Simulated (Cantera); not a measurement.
Adiabatic ignition

An adiabatic, constant-pressure homogeneous reactor starts with 3.84 % CH₄, 20.2 % O₂, 76.0 % N₂, equivalence ratio 0.38, at 1650 K and 19.7 atm.

Computed with Cantera and GRI-Mech 3.0 (53 species, 325 reactions). The pressure lies above the range GRI-Mech 3.0 was tuned for (to about 10 atm).

```json
[
 {"t (s)": "4.00e-6", "T (K)": "1650", "x CH₄": "0.0383", "x O₂": "0.202", "x NO₂": "<1e-12", "x OH": "1.01e-6", "x HCN": "<1e-12", "x C₂H": "<1e-12", "x C₂H₄": "3.16e-7"},
 {"t (s)": "8.45e-6", "T (K)": "1651", "x CH₄": "0.0378", "x O₂": "0.201", "x NO₂": "<1e-12", "x OH": "4.18e-6", "x HCN": "<1e-12", "x C₂H": "<1e-12", "x C₂H₄": "8.31e-6"},
 {"t (s)": "1.79e-5", "T (K)": "1684", "x CH₄": "0.0321", "x O₂": "0.197", "x NO₂": "2.53e-11", "x OH": "4.38e-5", "x HCN": "3.47e-11", "x C₂H": "7.91e-11", "x C₂H₄": "0.000356"},
 {"t (s)": "3.78e-5", "T (K)": "2424", "x CH₄": "<1e-12", "x O₂": "0.124", "x NO₂": "2.02e-7", "x OH": "0.00425", "x HCN": "3.63e-12", "x C₂H": "<1e-12", "x C₂H₄": "<1e-12"},
 {"t (s)": "7.98e-5", "T (K)": "2428", "x CH₄": "<1e-12", "x O₂": "0.124", "x NO₂": "5.31e-7", "x OH": "0.00410", "x HCN": "<1e-12", "x C₂H": "<1e-12", "x C₂H₄": "<1e-12"},
 {"t (s)": "0.000169", "T (K)": "2427", "x CH₄": "<1e-12", "x O₂": "0.124", "x NO₂": "1.24e-6", "x OH": "0.00410", "x HCN": "<1e-12", "x C₂H": "<1e-12", "x C₂H₄": "<1e-12"},
 {"t (s)": "0.000357", "T (K)": "2426", "x CH₄": "<1e-12", "x O₂": "0.123", "x NO₂": "2.72e-6", "x OH": "0.00408", "x HCN": "<1e-12", "x C₂H": "<1e-12", "x C₂H₄": "<1e-12"},
 {"t (s)": "0.000754", "T (K)": "2424", "x CH₄": "<1e-12", "x O₂": "0.123", "x NO₂": "5.70e-6", "x OH": "0.00405", "x HCN": "<1e-12", "x C₂H": "<1e-12", "x C₂H₄": "<1e-12"},
 {"t (s)": "0.00159", "T (K)": "2421", "x CH₄": "<1e-12", "x O₂": "0.122", "x NO₂": "1.14e-5", "x OH": "0.00400", "x HCN": "<1e-12", "x C₂H": "<1e-12", "x C₂H₄": "<1e-12"},
 {"t (s)": "0.00337", "T (K)": "2415", "x CH₄": "<1e-12", "x O₂": "0.121", "x NO₂": "2.12e-5", "x OH": "0.00391", "x HCN": "<1e-12", "x C₂H": "<1e-12", "x C₂H₄": "<1e-12"},
 {"t (s)": "0.00711", "T (K)": "2407", "x CH₄": "<1e-12", "x O₂": "0.119", "x NO₂": "3.38e-5", "x OH": "0.00379", "x HCN": "<1e-12", "x C₂H": "<1e-12", "x C₂H₄": "<1e-12"},
 {"t (s)": "0.0150", "T (K)": "2400", "x CH₄": "<1e-12", "x O₂": "0.117", "x NO₂": "4.34e-5", "x OH": "0.00370", "x HCN": "<1e-12", "x C₂H": "<1e-12", "x C₂H₄": "<1e-12"},
 {"t (s)": "0.0318", "T (K)": "2399", "x CH₄": "<1e-12", "x O₂": "0.117", "x NO₂": "4.61e-5", "x OH": "0.00368", "x HCN": "<1e-12", "x C₂H": "<1e-12", "x C₂H₄": "<1e-12"},
 {"t (s)": "0.0672", "T (K)": "2399", "x CH₄": "<1e-12", "x O₂": "0.117", "x NO₂": "4.62e-5", "x OH": "0.00368", "x HCN": "<1e-12", "x C₂H": "<1e-12", "x C₂H₄": "<1e-12"},
 {"t (s)": "0.142", "T (K)": "2399", "x CH₄": "<1e-12", "x O₂": "0.117", "x NO₂": "4.62e-5", "x OH": "0.00368", "x HCN": "<1e-12", "x C₂H": "<1e-12", "x C₂H₄": "<1e-12"},
 {"t (s)": "0.300", "T (K)": "2399", "x CH₄": "<1e-12", "x O₂": "0.117", "x NO₂": "4.62e-5", "x OH": "0.00368", "x HCN": "<1e-12", "x C₂H": "<1e-12", "x C₂H₄": "<1e-12"}
]
```
x: mole fraction; the columns are a selection and need not sum to one.

The time of steepest temperature rise is 23.9 µs, the temperature at 0.300 s is 2399 K and the equilibrium temperature comes out as 2399 K. The x(CH₄) at 0.300 s is <1e-12 (gas-phase equilibrium <1e-12). The x(O₂) at 0.300 s comes out as 0.117 (gas-phase equilibrium 0.117) and the x(NO₂) at 0.300 s comes out as 4.62e-5 (gas-phase equilibrium 4.62e-5).
